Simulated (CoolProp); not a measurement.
Propylene along the isotherm 392.6 K: Z from the reference equation and from simpler models built on Tc = 364.2 K, pc = 4.555 MPa, ω = 0.146; each cubic takes its own stable root.

Computed with CoolProp (reference Helmholtz-energy equation of state, Lemmon 2013).

| p (MPa) | phase | reference | van der Waals | Soave-Redlich-Kwong |
|---|---|---|---|---|
| 0.144 | gas | 0.9914 | 0.9921 | 0.9915 |
| 0.211 | gas | 0.9873 | 0.9884 | 0.9875 |
| 0.31 | gas | 0.9813 | 0.9830 | 0.9816 |
| 0.455 | gas | 0.9725 | [?] | 0.9729 |
| 0.669 | gas | 0.9593 | 0.9626 | 0.9598 |
| 0.981 | gas | 0.9396 | 0.9444 | 0.9404 |
| 1.44 | gas | 0.9098 | 0.9164 | 0.9111 |
| 2.11 | gas | [?] | [?] | 0.8663 |
| 3.1 | gas | [?] | 0.8008 | 0.7949 |
| 4.55 | gas | 0.6658 | 0.6660 | 0.6740 |
| 6.69 | supercritical | 0.4199 | 0.4100 | 0.4606 |
| 9.81 | supercritical | [?] | 0.4701 | 0.4300 |
| 14.4 | supercritical | 0.4735 | 0.6136 | 0.5249 |
| 21.1 | supercritical | 0.6316 | 0.8255 | 0.6791 |
| 31 | supercritical | 0.8599 | 1.130 | 0.9027 |
| 45.5 | supercritical | 1.180 | 1.560 | [?] |

Question: Some entries are withheld; supply them.

Answer: 
- 0.455, van der Waals: 0.9748
- 2.11, reference: 0.8643
- 2.11, van der Waals: 0.8729
- 3.1, reference: 0.7913
- 9.81, reference: 0.3739
- 45.5, Soave-Redlich-Kwong: 1.217
